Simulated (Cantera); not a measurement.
## Catalytic combustion on Pt

An isothermal plug-flow reactor at 825 K and 353 Torr (inlet), inlet velocity 0.78 m/s, active area per volume 260 1/m; feed H₂ : O₂ : N₂ = 0.0075 : 0.081 : 0.79 (molar parts).

Cantera simulation using Deutschmann's 1995 Pt surface mechanism with GRI-Mech 3.0 gas chemistry; the numbers are that mechanism's predictions, not measurements. Catalytic surfaces can have several steady states; this one follows from the mechanism file's or the stated starting coverage. Mass transfer to the wall is taken as infinitely fast.

```csv
z (m),x H₂,x O₂,x H₂O,θ free Pt,θ O*,θ OH*
5.8e-05,0.00758,0.0918,0.000965,0.171,0.828,0.00163
9.6e-05,0.00705,0.0915,0.00150,0.161,0.837,0.00164
0.00016,0.00629,0.0912,0.00226,0.148,0.850,0.00165
0.00027,0.00527,0.0907,0.00328,0.131,0.867,0.00164
0.00045,0.00409,0.0902,0.00447,0.114,0.885,0.00162
0.00074,0.00288,0.0896,0.00568,0.0977,0.901,0.00159
0.0012,0.00178,0.0891,0.00679,0.0851,0.913,0.00156
0.0021,0.000777,0.0887,0.00779,0.0754,0.923,0.00153
0.0035,0.000239,0.0884,0.00833,0.0707,0.928,0.00151
0.0058,3.73e-5,0.0883,0.00854,0.0691,0.929,0.00151
```
x: gas mole fraction; θ: surface coverage.
